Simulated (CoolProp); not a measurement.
The numbers come from the reference Helmholtz-energy equation of state, Gao 2020 in CoolProp.

Problem. For ammonia, give the phase and the cp (kJ/(kg K)), expansivity (1/kK), conductivity (mW/(m K)), fugacity coefficient at 475.1 K and 136 bar; 613.5 K and 136 bar.

Solution. 
- 475.1 K and 136 bar: supercritical; cp 4.46, expansivity 6.08, conductivity 71.6, fugacity coefficient 0.768
- 613.5 K and 136 bar: supercritical; cp 3.18, expansivity 2.36, conductivity 81.1, fugacity coefficient 0.914

Thermal conductivity comes from a separate model (Tufeu 1984).
